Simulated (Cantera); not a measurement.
Input (Python, Cantera):

```python
import numpy as np
import cantera as ct

gas = ct.Solution("gri30.yaml")
gas.TPX = 1300, 450000, {'C3H8': 1, 'O2': 15.2, 'N2': 69.7}
reactor = ct.IdealGasConstPressureReactor(gas, energy="on", clone=False)
net = ct.ReactorNet([reactor])
net.rtol, net.atol = 1e-08, 1e-16
show = ['C3H8', 'O2', 'H2O2', 'H2O', 'CO', 'CH2']
times = np.geomspace(2e-06, 7, 10)

steps = ct.SolutionArray(gas, extra=["t"])
rows = []
print(f"{'t/s':>10s}{'T/K':>9s}{'P/Pa':>11s}" + "".join(f"{s:>11s}" for s in show))
for t in times:
    while net.time < t:
        t_next = net.step()
        steps.append(gas.state, t=t_next)
    rows.append([np.interp(t, steps.t, y) for y in (steps.T, steps.P, *steps(*show).X.T)])
    print(f"{t:10.3e}{rows[-1][0]:9.1f}{rows[-1][1]:11.4g}" + "".join(f"{x:11.3e}" for x in rows[-1][2:]))
rate = np.gradient(steps.T, steps.t)
print("integrator steps:", len(steps.t))
if steps.T.max() > steps.T[0] + 200:
    print(f"time of steepest temperature rise: {steps.t[rate.argmax()]:.4e} s")
gas.TPX = 1300, 450000, {'C3H8': 1, 'O2': 15.2, 'N2': 69.7}
gas.equilibrate("HP")
print(f"equilibrium (HP): T = {gas.T:.1f} K  " + "  ".join(f"{s} {gas[s].X[0]:.3e}" for s in show))
```

Result:

```
       t/s      T/K       P/Pa       C3H8         O2       H2O2        H2O         CO        CH2
 2.000e-06   1300.0    4.5e+05  1.164e-02  1.769e-01  4.287e-09  1.731e-07  9.517e-11  1.057e-12
 1.067e-05   1299.9    4.5e+05  1.162e-02  1.769e-01  1.732e-07  3.025e-06  9.601e-09  2.248e-11
 5.692e-05   1299.8    4.5e+05  1.141e-02  1.768e-01  1.361e-06  1.067e-04  3.296e-06  6.362e-10
 3.037e-04   1304.9    4.5e+05  9.208e-03  1.751e-01  5.971e-06  1.562e-03  3.174e-04  3.243e-09
 1.620e-03   1939.2    4.5e+05  3.342e-51  1.172e-01  5.012e-08  4.570e-02  3.769e-05  1.415e-18
 8.642e-03   1939.2    4.5e+05  5.259e-54  1.172e-01  5.008e-08  4.570e-02  3.738e-05  1.440e-19
 4.610e-02   1939.1    4.5e+05 -2.085e-55  1.172e-01  5.005e-08  4.570e-02  3.735e-05  2.059e-23
 2.460e-01   1938.5    4.5e+05  1.091e-53  1.170e-01  4.993e-08  4.571e-02  3.718e-05 -1.521e-24
 1.312e+00   1935.8    4.5e+05  6.652e-61  1.165e-01  4.933e-08  4.571e-02  3.636e-05  3.263e-25
 7.000e+00   1929.3    4.5e+05  4.982e-66  1.151e-01  4.794e-08  4.572e-02  3.451e-05  2.524e-25
integrator steps: 1798
time of steepest temperature rise: 4.4917e-04 s
equilibrium (HP): T = 1928.1 K  C3H8 9.294e-66  O2 1.149e-01  H2O2 4.770e-08  H2O 4.572e-02  CO 3.420e-05  CH2 7.132e-25
```

Cantera simulation using GRI-Mech 3.0 (53 species, 325 reactions); the numbers are that mechanism's predictions, not measurements. GRI-Mech 3.0 was tuned for natural gas; its chemistry of propane as a main component is partial and can be far from experiment.
